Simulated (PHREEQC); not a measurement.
**Silver or lead bath (model solution)**

Make-up at 25 °C: 0.00053 mol/kgw Ag2SO4, 0.044 mol/kgw NaNO3 and 0.05 mol/kgw Zn(NO3)2. It is in equilibrium with CO2 at log p = -1 (atm). Otherwise closed; pH follows from the charge balance.

Model: ion-association model, wateq4f.dat, run in PHREEQC.

This is a speciation only: nothing precipitates in the calculation.

Problem. What pH does the model give?

Solution. pH 4.15.

Problem. In which forms is C present?

Solution. CO2 97 %, ZnHCO3+ 1.8 %, HCO3- 0.9 % of the C.
